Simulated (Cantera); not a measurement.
What does this Cantera script print?

```python
import numpy as np
import cantera as ct

gas_names = """
    N NO NO2 NO3 N2 N2O O O2 O3 S SN SO SO2 SO3 S2 S2O S8
""".split()
cond_names = """
    S(cr1) S(cr2) S(L)
""".split()


def load(file, names, dense=False):
    # The tables refer to 1 bar. Condensed volumes are neglected.
    table = {s.name: s for s in ct.Species.list_from_file(file)}
    out = []
    for n in names:
        d = dict(table[n].input_data)
        d["thermo"] = dict(d["thermo"], **{"reference-pressure": 1e5})
        if dense:
            d["equation-of-state"] = {"model": "constant-volume", "density": "1e6 g/cm^3"}
        out.append(ct.Species.from_dict(d))
    return out


gas = ct.Solution(thermo="ideal-gas", species=load("nasa_gas.yaml", gas_names))
cond = {s.name: ct.Solution(thermo="fixed-stoichiometry", species=[s], name=s.name)
        for s in load("nasa_condensed.yaml", cond_names, dense=True)}
atoms = {
    'SO2': {'S': 1, 'O': 2},
    'N2': {'N': 2},
    'O2': {'O': 2},
}
top_T = {}  # K; cautious upper limits of use, not melting points


def equilibrate(T, P, feed):
    n = {}
    for name, mol in feed.items():
        for a, k in atoms[name].items():
            n[a] = n.get(a, 0.0) + k * mol
    gas.TPX = T, P, n
    mass = sum(n.values()) * gas.mean_molecular_weight
    gas.equilibrate("TP")
    valid = [c for c in cond.values() if c.min_temp <= T <= top_T.get(c.name, c.max_temp)]
    mix = ct.Mixture([(gas, mass / gas.mean_molecular_weight)] + [(c, 0.0) for c in valid])
    mix.T, mix.P = T, P
    mix.equilibrate("TP", solver="vcs", rtol=1e-11, max_steps=5000)
    return mix


results = []
feed = {'SO2': 1, 'N2': 0.35, 'O2': 0.23}  # mol
T = 2423.15  # K
P = 10000  # Pa
mix = equilibrate(T, P, feed)
results.append((T, P, feed, dict(zip(mix.species_names, mix.species_moles))))
x = sorted(zip(gas.X, gas.species_names), reverse=True)
print(f"T = {T:g} K  P = {P:g} Pa  gas = {mix.phase_moles(0):.4g} mol")
print("   x: " + "  ".join(f"{s} {v:.3e}" for v, s in x if v > 1e-06))
print("   condensed (mol): " + ("  ".join(f"{mix.phase(i).name} {mix.phase_moles(i):.4g}"
      for i in range(1, mix.n_phases) if mix.phase_moles(i) > 1e-12) or "none"))
```

Output:

```
T = 2423.15 K  P = 10000 Pa  gas = 1.604 mol
   x: SO2 6.054e-01  N2 2.139e-01  O2 1.423e-01  SO 1.785e-02  O 1.169e-02  NO 8.578e-03  SO3 1.534e-04  S 1.373e-04  NO2 2.168e-06  S2 1.912e-06
   condensed (mol): none
```

Cantera equilibrium calculation (NASA polynomials, part measured and part estimated; ideal gas, pure solids and liquids).
